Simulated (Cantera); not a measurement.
Charge: 1 mol CaF2, 0.21 mol O2, 320 mol N2, at 925 °C and 3.20 Pa.

Method: chemical equilibrium by Gibbs-energy minimisation in Cantera with the NASA 1993 tables (ideal gas, pure condensed phases). Candidate condensed phases: Ca, CaF2, CaO; 22 gas species. Rates play no part.

### Question
What is the equilibrium state?

### Answer
| Item | Result |
|---|---|
| x(N2) | 0.999 |
| x(O2) | 0.000650 |
| x(CaF2) | 1.71e-5 |
| x(NO) | 1.21e-5 |
| n(CaF2(s)) | 0.995 mol |
| gas amount | 320.2 mol |
| log10 activity of Ca(l) (absent) | -18.35 |
